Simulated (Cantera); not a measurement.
Charge: 1 mol AlCl3, 3.4 mol NH3, 18 mol N2, equilibrated at 56.0 mbar.

These are equilibrium values from Cantera (NASA tables, ideal gas, pure condensed phases), not measurements of a reactor. Candidate condensed phases: Al, AlCl3, AlN, NH4Cl; 20 gas species. Equilibrium is a limit: real reactors are often held back by kinetics, nucleation or transport.

Q: What share of the Al ends up in condensed phases as a function of T (K), at 1298, 1348, 1398, 1448, 1498, 1548, 1598, 1648, 1698, 1748, 1798, 1848, 1898?

A: 
| T (K) | Al condensed (%) | as |
|---|---|---|
| 1298 | 39.1 | AlN(s) |
| 1348 | 38.4 | AlN(s) |
| 1398 | 37.4 | AlN(s) |
| 1448 | 35.8 | AlN(s) |
| 1498 | 32.9 | AlN(s) |
| 1548 | 27.6 | AlN(s) |
| 1598 | 17.7 | AlN(s) |
| 1648 | 0.2 | AlN(s) |
| 1698 | 0.0 | - |
| 1748 | 0.0 | - |
| 1798 | 0.0 | - |
| 1848 | 0.0 | - |
| 1898 | 0.0 | - |
